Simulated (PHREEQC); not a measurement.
Make-up at 18 °C: 2.3 mol NaOH and 0.567 mol H3BO3 per kg of water. Closed to the air; pH follows from the charge balance.

The numbers come from PHREEQC with the Pitzer model, pitzer.dat.

- pH: 14.41
- ionic strength: 2.30 mol/kgw
- activity of water: 0.923
- osmotic coefficient: 0.970
- total alkalinity: 2300 meq/kg

| species | molality | activity | log γ |
|---|---|---|---|
| Na+ | 2.30 | 1.32 | -0.241 |
| OH- | 1.73 | 1.37 | -0.101 |
| B(OH)4- | 0.567 | 0.229 | -0.394 |
| B(OH)3 | 2.63e-6 | 1.68e-6 | -0.194 |
| B4O5(OH)4-2 | 6.13e-9 | 4.92e-11 | -2.096 |

This is a speciation only: nothing precipitates in the calculation. Species that the database lacks are ignored. In brines, pH and single-ion activities rest on the MacInnes convention.
